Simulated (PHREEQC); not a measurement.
A made-up water analysis in mg/kgw, 25 °C, pH 3.61, pe 10.9:

```csv
constituent,mg/kgw
Na,1570
K,259
Ca,169
Mg,306
Cl,1490
S(6) as SO4,3480
Fe(3),14
```

Valence states are taken as typed.

Computed with PHREEQC (ion-association model, wateq4f.dat).

Each row changes one thing in this solution. No solid was allowed to form.

```csv
case,ionic strength (mol/kgw),SO4-2 (mol/kgw),Mg+2 (mol/kgw),K+ (mol/kgw),Ca+2 (mol/kgw),HSO4- (mol/kgw),SI of Gypsum (CaSO4:2H2O),SI of Halite (NaCl)
as made,0.130,0.0256,0.00717,0.00625,0.00261,0.000274,-0.50,-4.39
Cl from 1490 to 4470 mg/kgw,0.175,0.0264,0.00764,0.00628,0.00277,0.000262,-0.55,-3.93
temperature from 25 to 40 °C at the same typed pH,0.126,0.0244,0.00626,0.00618,0.00255,0.000366,-0.53,-4.42
K from 259 to 130 mg/kgw,0.128,0.0257,0.00713,0.00314,0.00260,0.000276,-0.50,-4.38
```

Species that the database lacks are ignored. Some of these states are supersaturated (in Jarosite-K, Jarosite-Na, for instance). Away from 25 °C the constants follow the database's enthalpies or fits; those with neither stay at their 25 °C values.
